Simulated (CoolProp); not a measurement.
The fluid at 460.84 K and 0.18 MPa is throttled through a valve to 0.0729 MPa with no heat exchange. The same conditions are run with several fluids, on thermodynamics alone (safety and materials aside).

Model: reference Helmholtz-energy equation of state of each fluid (m-xylene: Zhou 2012; hexamethyldisiloxane (MM): Thol 2016; R21: Platzer 1990; ammonia: Gao 2020; R123: Younglove 1994), in CoolProp. The equations of Platzer and Polt are older, rougher fits.

| fluid | temperature change (K) | final density (kg/m³) |
|---|---|---|
| m-xylene | -2.2 | 2.07 |
| hexamethyldisiloxane (MM) | -1.4 | 3.16 |
| R21 | -1.2 | 1.97 |
| ammonia | -0.8 | 0.325 |
| R123 | -1.1 | 2.94 |
